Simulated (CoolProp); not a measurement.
Saturated liquid density (kg/m³) of propylene: the reference equation beside estimates from Tc = 364.2 K, pc = 4.555 MPa, ω = 0.146.

Computed with CoolProp (reference Helmholtz-energy equation of state, Lemmon 2013).

```json
[
 {"T (K)": "275.8", "reference": "542.2", "van der Waals": "342.2", "Peng-Robinson": "568.1"},
 {"T (K)": "281.6", "reference": "533.3", "van der Waals": "336.4", "Peng-Robinson": "556.8"},
 {"T (K)": "287.4", "reference": "524.2", "van der Waals": "330.4", "Peng-Robinson": "544.9"},
 {"T (K)": "293.3", "reference": "514.5", "van der Waals": "324.1", "Peng-Robinson": "532.1"},
 {"T (K)": "299.1", "reference": "504.6", "van der Waals": "317.6", "Peng-Robinson": "518.9"},
 {"T (K)": "305", "reference": "494.1", "van der Waals": "310.7", "Peng-Robinson": "504.6"},
 {"T (K)": "310.8", "reference": "483.2", "van der Waals": "303.5", "Peng-Robinson": "489.6"},
 {"T (K)": "316.7", "reference": "471.4", "van der Waals": "295.7", "Peng-Robinson": "473.3"},
 {"T (K)": "322.5", "reference": "459.1", "van der Waals": "287.6", "Peng-Robinson": "456.2"},
 {"T (K)": "328.4", "reference": "445.6", "van der Waals": "278.8", "Peng-Robinson": "437.2"},
 {"T (K)": "334.2", "reference": "431.0", "van der Waals": "269.3", "Peng-Robinson": "416.9"},
 {"T (K)": "340", "reference": "414.7", "van der Waals": "258.9", "Peng-Robinson": "394.4"},
 {"T (K)": "345.9", "reference": "395.7", "van der Waals": "246.9", "Peng-Robinson": "368.5"},
 {"T (K)": "351.7", "reference": "373.2", "van der Waals": "233.1", "Peng-Robinson": "338.7"}
]
```

Absolute difference from the reference over all 14 rows, mean and median: van der Waals 37.2 and 37.2 %, Peng-Robinson 3.6 and 3.3 %.
